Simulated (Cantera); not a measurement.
Feed: 1 mol PbO, 0.98 mol CH4, 0.053 mol CO, at 16.0 mbar.

Equilibrium computed with Cantera from the NASA thermochemical tables; the gas is ideal and each condensed phase is pure. Candidate condensed phases: C, C6H6, C7H8, C8H18, H2O, Pb, PbO, PbO2, Pb3O4; 113 gas species. Kinetics and transport are ignored. All values below are at 1175 °C.

Base state: H2 0.487, CO 0.258, Pb 0.250, H2O 0.00409, CO2 0.000915, H 5.08e-5, Pb2 2.04e-5 (mole fractions); condensed: gas only.

Task: What changes in the equilibrium state with this change: PbO replaced by Cu2O?

Result: 
```
species       before     after
----------  --------  --------
H2             0.487     0.649
CO             0.258     0.344
H2O          0.00409   0.00546
Pb             0.250         0
Cu                 0  0.000207
Pb2          2.04e-5         0
CO2         0.000915   0.00122
H            5.08e-5   5.87e-5
Cu(l), mol         0      2.00
```
Further candidate phases: Cu, CuO, Cu(OH)2, Cu2O.
